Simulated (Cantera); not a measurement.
Input: 1 mol CH3F, 0.5 mol H2, at 5.30 Pa.

Method: chemical equilibrium by Gibbs-energy minimisation in Cantera with the NASA 1993 tables (ideal gas, pure condensed phases). Candidate condensed phases: C, C6H6, C7H8, C8H18; 110 gas species. Ions and electrons are included (thermal ionisation). Kinetics and transport are ignored.

log p: log10 of the partial pressure in bar; n: condensed amount in mol.

| T (K) | log p H | log p HF | log p F | log p C | log p C3 | log p H2 | n C(graphite) |
|---|---|---|---|---|---|---|---|
| 2500 | -4.44 | -4.89 | -6.33 | -6.78 | -6.30 | -5.67 | 0.861 |
| 2750 | -4.44 | -5.13 | -5.45 | -5.69 | -5.58 | -6.55 | 0 |
| 3000 | -4.44 | -5.75 | -5.12 | -5.19 | -6.20 | -7.29 | 0 |
| 3250 | -4.45 | -6.50 | -5.07 | -5.07 | -7.62 | -7.92 | 0 |
| 3500 | -4.45 | -7.18 | -5.06 | -5.06 | -9.12 | -8.45 | 0 |
| 3750 | -4.45 | -7.77 | -5.05 | -5.05 | -10.45 | -8.91 | 0 |
| 4000 | -4.45 | … | -5.05 | -5.05 | … | … | 0 |
| 4250 | -4.45 | -8.76 | -5.05 | -5.05 | -12.65 | -9.66 | 0 |
| 4500 | -4.45 | -9.17 | -5.05 | -5.06 | -13.57 | -9.98 | 0 |
| 4750 | -4.45 | … | -5.05 | -5.06 | … | … | 0 |
| 5000 | -4.45 | -9.87 | -5.06 | -5.06 | -15.16 | -10.52 | 0 |

Task: Fill in the missing entries.

Result: 
- 4750, log p HF: -9.54
- 4750, log p C3: -14.40
- 4750, log p H2: -10.27
- 4000, log p HF: -8.30
- 4000, log p C3: -11.62
- 4000, log p H2: -9.31
